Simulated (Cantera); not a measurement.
Input: 1 mol SiHCl₃, 39 mol NH₃, 63 mol N₂, at 490 Pa.

These are equilibrium values from Cantera (NASA tables, ideal gas, pure condensed phases), not measurements of a reactor. Candidate condensed phases: NH₄Cl, Si, Si₃N₄; 28 gas species. Gases not in the tables: Si₂H₆ and higher silanes. Rates play no part.

What share of the Si ends up in condensed phases as a function of T (°C), at 427, 627, 827, 1027, 1227, 1427, 1627, 1827?


```tsv
T (°C)	Si condensed (%)	as
427	100.0	Si₃N₄(s)
627	100.0	Si₃N₄(s)
827	100.0	Si₃N₄(s)
1027	99.9	Si₃N₄(s)
1227	96.8	Si₃N₄(s)
1427	72.3	Si₃N₄(s)
1627	27.4	Si(l)
1827	0.0	-
```
